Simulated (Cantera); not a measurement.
Standard-state values (1 bar) from the NASA 1993 polynomials, evaluated with Cantera. Values are per mole of reaction as written; species without (g) are pure solids or liquids, kept so even where they would boil at 1 bar.

Question: Between 300 and 2373 K, where is each reaction favourable under standard conditions?
- 2 Cl₂(g) + 2 CaO → O₂(g) + 2 CaCl₂
- O(g) + CaCl₂ → 2 Cl(g) + CaO

Answer: 
- 2 Cl₂(g) + 2 CaO → O₂(g) + 2 CaCl₂: ΔG° is -289 kJ at 300 K and -210 kJ at 2373 K; it stays negative (K > 1). ΔH° is -183 kJ and ΔS° 11 J/K at 2373 K.
- O(g) + CaCl₂ → 2 Cl(g) + CaO: ΔG° is 123 kJ at 300 K and -27 kJ at 2373 K; it changes sign between 1773 and 1873 K. ΔH° is 91 kJ and ΔS° 50 J/K at 2373 K.
